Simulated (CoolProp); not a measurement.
Chloromethane (R40) at 293.15 K and 0.404 MPa is compressed adiabatically to 2.45 MPa with isentropic efficiency 0.6. Each further row changes one setting.

Model: reference Helmholtz-energy equation of state, Thol 2014, in CoolProp.

```csv
case,work (kJ/kg),final temperature (K),final density (kg/m³)
as stated,(withheld),472.7,34.6
efficiency 1,(withheld),(withheld),41.2
efficiency 0.65,144,462.5,(withheld)
```

**Question.** Some entries are withheld; supply them.

**Answer.** 
- as stated, work (kJ/kg): 156
- efficiency 1, work (kJ/kg): 93.9
- efficiency 1, final temperature (K): 419.9
- efficiency 0.65, final density (kg/m³): 35.6
